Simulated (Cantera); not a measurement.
Mixture: CH3OH : O2 : N2 : H2O = 1 : 2.88 : 10.8 : 0.6 (molar parts), at 0.940 bar, adiabatic and at constant pressure. Ignition delay is the time to a rise of 400 K.

Cantera simulation using GRI-Mech 3.0 (53 species, 325 reactions); the numbers are that mechanism's predictions, not measurements. GRI-Mech 3.0 was tuned for natural gas; its chemistry of methanol as a main component is partial and can be far from experiment.

Question: Predict: delay at 1025 K; delay at 1100 K; delay at 1175 K; delay at 1250 K; delay at 1325 K; delay at 1400 K; apparent activation energy between 1250 and 1400 K.

Answer: 
```
Item                                                     Value
--------------------------------------------------  ----------
delay at 1025 K                                        0.314 s
delay at 1100 K                                        63.6 ms
delay at 1175 K                                        15.9 ms
delay at 1250 K                                        4.82 ms
delay at 1325 K                                        1.72 ms
delay at 1400 K                                       0.714 ms
apparent activation energy between 1250 and 1400 K  190 kJ/mol
```
